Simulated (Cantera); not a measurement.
## Tantalum, niobium, vanadium and zirconium in process gases: V + N₂O + H₂

A closed system holds: 1 mol V, 1.6 mol N₂O, 9.6 mol H₂, at 1 atm.

Equilibrium computed with Cantera from the NASA thermochemical tables; the gas is ideal and each condensed phase is pure. Candidate condensed phases: H₂O, V, VN, VO, V₂O₃, V₂O₄, V₂O₅; 28 gas species. Mutual solubility and eutectic melting of coexisting phases are not modelled. VO: taken at fixed stoichiometry. Condensed phases not in the tables: the oxides between V₂O₃ and V₂O₅ other than VO₂. The numbers say what is thermodynamically allowed, not how fast it happens.

From 875 K to 1625 K the condensed part is V₂O₃(s). From 1775 K to 1925 K the condensed part is VO(s) + V₂O₃(s). At 2075 K the condensed part is VO(l) + V₂O₃(s). From 2225 K to 2675 K the condensed part is VO(l).

```tsv
T (K)	x H₂	x N₂	x H₂O	x H	x VO₂	x VO	x OH	x NH₃	n V₂O₃(s)	n VO(s)	n VO(l)
875	0.848	0.143	0.00893	4.59e-11	<1e-12	<1e-12	<1e-12	0.000446	0.500	0	0
1025	0.848	0.143	0.00893	3.99e-9	<1e-12	<1e-12	<1e-12	0.000148	0.500	0	0
1175	0.848	0.143	0.00893	1.12e-7	<1e-12	<1e-12	8.23e-12	6.44e-5	0.500	0	0
1325	0.848	0.143	0.00893	1.50e-6	4.11e-12	<1e-12	2.30e-10	3.36e-5	0.500	0	0
1475	0.848	0.143	0.00893	1.19e-5	3.39e-10	1.40e-11	3.27e-9	2.00e-5	0.500	0	0
1625	0.848	0.143	0.00893	6.45e-5	1.20e-8	1.12e-9	2.86e-8	1.31e-5	0.500	0	0
1775	0.846	0.143	0.0112	0.000264	2.55e-7	3.68e-8	2.18e-7	9.16e-6	0.474	0.0514	0
1925	0.837	0.143	0.0192	0.000869	3.91e-6	5.72e-7	1.72e-6	6.71e-6	0.385	0.231	0
2075	0.824	0.143	0.0313	0.00240	4.01e-5	5.74e-6	1.04e-5	5.09e-6	0.248	0	0.503
2225	0.798	0.142	0.0531	0.00575	0.000275	3.40e-5	5.54e-5	3.92e-6	0	0	0.997
2375	0.792	0.142	0.0521	0.0125	0.000886	0.000159	0.000146	3.21e-6	0	0	0.988
2525	0.781	0.141	0.0500	0.0246	0.00241	0.000612	0.000336	2.66e-6	0	0	0.965
2675	0.763	0.138	0.0458	0.0448	0.00559	0.00201	0.000672	2.20e-6	0	0	0.911
```
x: gas mole fraction; n: condensed amount in mol.
